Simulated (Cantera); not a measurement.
A perfectly stirred reactor is fed with CO : H₂ : O₂ : N₂ = 1 : 0.057 : 0.911 : 3.43 (molar parts), equivalence ratio 0.58, at 278 Torr; it is adiabatic with a 700 K inlet, and is followed from long to short residence time, starting on the burning branch (τ in s: 0.19, 0.066, 0.024, 0.0084, 0.003, 0.0011, 0.00039, 0.00014, 4.9e-05).

Computed with Cantera and GRI-Mech 3.0 (53 species, 325 reactions).

Q: What does this change do: pressure from 278 Torr to 760 Torr?

A: 
| quantity | before | after |
|---|---|---|
| blow-out, bracketed by the residence times tried | burning at 1.10 ms, out at 0.390 ms | burning at 0.390 ms, out at 0.140 ms |
| x(CO) at τ = 0.190 s | 0.0152 | 0.00673 |
| x(H₂) at τ = 0.190 s | 0.000161 | 6.86e-5 |
| x(O₂) at τ = 0.190 s | 0.0822 | 0.0788 |
| x(HO₂) at τ = 0.190 s | 7.28e-7 | 9.77e-7 |
| x(H) at τ = 0.190 s | 0.000299 | 7.29e-5 |
| x(CO) at τ = 3.00 ms | 0.0577 | 0.0367 |
| x(H₂) at τ = 3.00 ms | 0.000644 | 0.000401 |
| x(O₂) at τ = 3.00 ms | 0.0950 | 0.0901 |
| x(HO₂) at τ = 3.00 ms | 4.82e-6 | 5.35e-6 |
| x(H) at τ = 3.00 ms | 0.00574 | 0.00160 |

Q: What does this change do: pressure from 278 Torr to 750 Torr?

A: 
| quantity | before | after |
|---|---|---|
| blow-out, bracketed by the residence times tried | burning at 1.10 ms, out at 0.390 ms | burning at 0.390 ms, out at 0.140 ms |
| x(CO) at τ = 0.190 s | 0.0152 | 0.00680 |
| x(H₂) at τ = 0.190 s | 0.000161 | 6.92e-5 |
| x(O₂) at τ = 0.190 s | 0.0822 | 0.0789 |
| x(HO₂) at τ = 0.190 s | 7.28e-7 | 9.73e-7 |
| x(H) at τ = 0.190 s | 0.000299 | 7.41e-5 |
| x(CO) at τ = 3.00 ms | 0.0577 | 0.0370 |
| x(H₂) at τ = 3.00 ms | 0.000644 | 0.000405 |
| x(O₂) at τ = 3.00 ms | 0.0950 | 0.0902 |
| x(HO₂) at τ = 3.00 ms | 4.82e-6 | 5.35e-6 |
| x(H) at τ = 3.00 ms | 0.00574 | 0.00163 |
